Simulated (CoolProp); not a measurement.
The numbers come from the reference Helmholtz-energy equation of state, de Reuck 1993 in CoolProp.

**Question.** Give the vapour pressure (MPa), vapour Z, liquid viscosity (µPa s) of saturated methanol at 255.5 K.

**Answer.** 
```tsv
T (K)	p (MPa)	vapour Z	liquid viscosity (µPa s)
255.5	0.00122	0.992	1110
```

Viscosity comes from a separate model (Xiang 2006).
